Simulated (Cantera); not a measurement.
An isothermal, constant-pressure homogeneous reactor starts with NO : N2 = 1 : 7 (molar parts), at 1650 K and 82.5 Torr.

Cantera simulation using GRI-Mech 3.0 (53 species, 325 reactions); the numbers are that mechanism's predictions, not measurements.

Problem. Predict: x(NO) at 40.0 s; x(O2) at 40.0 s; x(N2) at 40.0 s; x(NO2) at 40.0 s; x(O) at 40.0 s; x(N2O) at 40.0 s.

Solution. x(NO) at 40.0 s: 0.117 (gas-phase equilibrium 0.00142)
x(O2) at 40.0 s: 0.00387 (gas-phase equilibrium 0.0618)
x(N2) at 40.0 s: 0.879 (gas-phase equilibrium 0.937)
x(NO2) at 40.0 s: 2.02e-5 (gas-phase equilibrium 8.99e-7)
x(O) at 40.0 s: 5.65e-6 (gas-phase equilibrium 1.95e-5)
x(N2O) at 40.0 s: 4.95e-6 (gas-phase equilibrium 3.02e-8)
